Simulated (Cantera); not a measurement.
A closed system holds: 1 mol CuF2, 8.9 mol H2, at 1.00 bar.

Equilibrium computed with Cantera from the NASA thermochemical tables; the gas is ideal and each condensed phase is pure. Candidate condensed phases: Cu, CuF2; 15 gas species. Equilibrium is a limit: real reactors are often held back by kinetics, nucleation or transport.

Task: Which condensed phases are stable at each of these points (T (K)): 673, 773, 873, 973, 1073, 1173, 1273, 1373, 1473, 1573, 1673, 1773, 1873, 1973?

Result: 
```json
[
 {"T (K)": "673", "condensed phases": "Cu(s)", "Cu condensed (%)": "100.0"},
 {"T (K)": "773", "condensed phases": "Cu(s)", "Cu condensed (%)": "100.0"},
 {"T (K)": "873", "condensed phases": "Cu(s)", "Cu condensed (%)": "100.0"},
 {"T (K)": "973", "condensed phases": "Cu(s)", "Cu condensed (%)": "100.0"},
 {"T (K)": "1073", "condensed phases": "Cu(s)", "Cu condensed (%)": "100.0"},
 {"T (K)": "1173", "condensed phases": "Cu(s)", "Cu condensed (%)": "100.0"},
 {"T (K)": "1273", "condensed phases": "Cu(s)", "Cu condensed (%)": "100.0"},
 {"T (K)": "1373", "condensed phases": "Cu(l)", "Cu condensed (%)": "100.0"},
 {"T (K)": "1473", "condensed phases": "Cu(l)", "Cu condensed (%)": "100.0"},
 {"T (K)": "1573", "condensed phases": "Cu(l)", "Cu condensed (%)": "100.0"},
 {"T (K)": "1673", "condensed phases": "Cu(l)", "Cu condensed (%)": "99.9"},
 {"T (K)": "1773", "condensed phases": "Cu(l)", "Cu condensed (%)": "99.6"},
 {"T (K)": "1873", "condensed phases": "Cu(l)", "Cu condensed (%)": "98.7"},
 {"T (K)": "1973", "condensed phases": "Cu(l)", "Cu condensed (%)": "96.4"}
]
```

From 673 K to 1273 K the condensed part is Cu(s). From 1373 K to 1973 K the condensed part is Cu(l).
